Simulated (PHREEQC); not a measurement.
Alkaline etch or developer

Solution (20 °C and 300 atm): 1.8 mmol/kgw NH3 and 5.6 mmol/kgw H3BO3. Closed to the air; pH follows from the charge balance.

The numbers come from PHREEQC with the ion-association model, phreeqc.dat.

Precipitation was switched off in this run.

**Question.** Predict the pH.

**Answer.** pH 8.64.

**Question.** In which forms is B present?

**Answer.** H3BO3 72 %, H2BO3- 28 % of the B.

Under pressure, the constants of complexes without a molar volume in the database are unreliable.
